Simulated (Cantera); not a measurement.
An adiabatic, constant-pressure homogeneous reactor starts with CO : H₂ : CH₄ : O₂ : N₂ : CO₂ = 1 : 0.038 : 0.3 : 2.73 : 10.3 : 0.52 (molar parts), at 1248 K and 750 Torr. Integrator tolerance rtol = 1e-08.

Detailed kinetics in Cantera: GRI-Mech 3.0 (53 species, 325 reactions).

What does this change do: pressure from 750 Torr to 6600 Torr?


```json
[
 {"quantity": "time of steepest temperature rise", "before": "2.21 ms", "after": "0.576 ms"},
 {"quantity": "temperature at 0.800 s", "before": "2153 K", "after": "2164 K"},
 {"quantity": "equilibrium temperature", "before": "2151 K", "after": "2164 K"},
 {"quantity": "x(CO) at 0.800 s", "before": "0.00164 (gas-phase equilibrium 0.00162)", "after": "0.000608 (gas-phase equilibrium 0.000608)"},
 {"quantity": "x(H₂) at 0.800 s", "before": "0.000111 (gas-phase equilibrium 0.000110)", "after": "4.09e-5 (gas-phase equilibrium 4.09e-5)"},
 {"quantity": "x(CH₄) at 0.800 s", "before": "<1e-12 (gas-phase equilibrium <1e-12)", "after": "<1e-12 (gas-phase equilibrium <1e-12)"},
 {"quantity": "x(H₂O) at 0.800 s", "before": "0.0430 (gas-phase equilibrium 0.0431)", "after": "0.0436 (gas-phase equilibrium 0.0436)"},
 {"quantity": "x(H₂O₂) at 0.800 s", "before": "4.22e-8 (gas-phase equilibrium 4.18e-8)", "after": "1.31e-7 (gas-phase equilibrium 1.31e-7)"},
 {"quantity": "x(H) at 0.800 s", "before": "4.54e-5 (gas-phase equilibrium 4.47e-5)", "after": "9.94e-6 (gas-phase equilibrium 9.93e-6)"}
]
```

What does this change do: pressure from 750 Torr to 3750 Torr?


```
quantity                                                              before                                      after
---------------------------------  -----------------------------------------  -----------------------------------------
time of steepest temperature rise                                    2.21 ms                                   0.768 ms
temperature at 0.800 s                                                2153 K                                     2161 K
equilibrium temperature                                               2151 K                                     2161 K
x(CO) at 0.800 s                     0.00164 (gas-phase equilibrium 0.00162)  0.000791 (gas-phase equilibrium 0.000791)
x(H₂) at 0.800 s                   0.000111 (gas-phase equilibrium 0.000110)    5.32e-5 (gas-phase equilibrium 5.32e-5)
x(CH₄) at 0.800 s                      <1e-12 (gas-phase equilibrium <1e-12)      <1e-12 (gas-phase equilibrium <1e-12)
x(H₂O) at 0.800 s                      0.0430 (gas-phase equilibrium 0.0431)      0.0435 (gas-phase equilibrium 0.0435)
x(H₂O₂) at 0.800 s                   4.22e-8 (gas-phase equilibrium 4.18e-8)    9.75e-8 (gas-phase equilibrium 9.74e-8)
x(H) at 0.800 s                      4.54e-5 (gas-phase equilibrium 4.47e-5)    1.48e-5 (gas-phase equilibrium 1.48e-5)
```
